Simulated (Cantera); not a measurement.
Thermodynamics of silicates and aluminates, feed SiO₂ + Al₂O₃ + H₂

A closed system holds: 1 mol SiO₂, 0.81 mol Al₂O₃, 60 mol H₂, at 1500 °C and 3530 Torr.

Equilibrium computed with Cantera from the NASA thermochemical tables; the gas is ideal and each condensed phase is pure. Candidate condensed phases: Al, Al₂O₃, Al₂SiO₅, Al₆Si₂O₁₃, H₂O, Si, SiO₂; 28 gas species. Mutual solubility and eutectic melting of coexisting phases are not modelled. The tables hold silica as quartz up to 1696 K and as liquid above; real silica turns to tridymite and cristobalite and melts near 1996 K. Condensed phases not in the tables: alloys, solid solutions and most ternary compounds. Rates play no part.

```yaml
x(H₂): 0.999
x(H₂O): 0.000523
x(SiO): 0.000522
x(H): 0.000131
n(Al₆Si₂O₁₃(mullite)): 0.270 mol
n(SiO₂(condensed)): 0.429 mol
gas_amount: 60.04 mol
log10 activity of Si(l) (absent): -2.20
log10 activity of Al(l) (absent): -4.96
```
